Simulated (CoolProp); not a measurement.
Properties of C3F8 (R218) along the isobar 6.07 MPa.

Values from CoolProp's reference Helmholtz-energy equation of state, Lemmon 2006. It is a short technical equation, of lower accuracy than the large ones.

| T (K) | phase | Z | cp (kJ/(kg K)) |
|---|---|---|---|
| 249.5 | liquid | [?] | 0.9852 |
| 268.6 | liquid | [?] | 1.025 |
| 287.6 | liquid | 0.3315 | 1.069 |
| 306.7 | liquid | 0.3308 | [?] |
| 325.7 | liquid | [?] | 1.180 |
| 344.8 | liquid | 0.3501 | [?] |
| 363.8 | supercritical | 0.3810 | [?] |
| 382.9 | supercritical | 0.4449 | [?] |
| 401.9 | supercritical | 0.5424 | 1.424 |
| 421 | supercritical | 0.6359 | 1.287 |
| 440 | supercritical | 0.7091 | [?] |

Question: What belongs in the gaps?

Answer: 
- 249.5, Z: 0.3459
- 268.6, Z: 0.3367
- 306.7, cp (kJ/(kg K)): 1.119
- 325.7, Z: 0.3359
- 344.8, cp (kJ/(kg K)): 1.261
- 363.8, cp (kJ/(kg K)): 1.377
- 382.9, cp (kJ/(kg K)): 1.491
- 440, cp (kJ/(kg K)): 1.208
